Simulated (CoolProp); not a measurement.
Computed with CoolProp (reference Helmholtz-energy equation of state, Zhou 2016).

### Question
For R245ca, give the phase and the cp (kJ/(kg K)), cv (kJ/(kg K)) at 130.85 °C and 0.0234 MPa; 56.55 °C and 1.32 MPa.

### Answer
- 130.85 °C and 0.0234 MPa: gas; cp 1.09, cv 1.03
- 56.55 °C and 1.32 MPa: liquid; cp 1.43, cv 1.03
